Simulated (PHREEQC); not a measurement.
A solution holds 0.038 mol/kgw HF, 0.22 mol/kgw NH4HF2 and 0.022 mol/kgw H2SiF6, at 93 °C. Closed to the air; pH follows from the charge balance.

Computed with PHREEQC (ion-association model, phreeqc.dat).

```json
[
 {"quantity": "pH", "before": "3.20", "after": "3.45"},
 {"quantity": "HF (mol/kgw)", "before": "0.218", "after": "0.0279"},
 {"quantity": "F- (mol/kgw)", "before": "0.0942", "after": "0.0162"},
 {"quantity": "HF2- (mol/kgw)", "before": "0.0826", "after": "0.00185"},
 {"quantity": "NH3 (mol/kgw)", "before": "5.60e-6", "after": "1.41e-6"}
]
```

**Question.** Name the change that produced these shifts.
A. diluted 10-fold with water
B. HF left out
C. H2SiF6 from 0.022 to 0.033 mol/kgw
D. H2SiF6 left out
E. H2SiF6 replaced by Na2SiO3 at the same molality

**Answer.** A, diluted 10-fold with water

Precipitation was switched off in this run. At this temperature some constants are extrapolated from 25 °C, and those without enthalpy data are left unchanged. SiF6-2 is the database's only silicon fluoride.
